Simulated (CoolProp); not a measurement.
Computed with CoolProp (reference Helmholtz-energy equation of state, Polt 1992). This equation is an older, rougher fit.

**Question.** For propyne, give the phase and the cv (kJ/(kg K)), speed of sound (m/s) at 119.25 °C and 0.379 MPa; 160.05 °C and 0.379 MPa; 168.25 °C and 0.379 MPa.

**Answer.** 
- 119.25 °C and 0.379 MPa: gas; cv 1.60, speed of sound 298
- 160.05 °C and 0.379 MPa: gas; cv 1.70, speed of sound 313
- 168.25 °C and 0.379 MPa: gas; cv 1.72, speed of sound 316
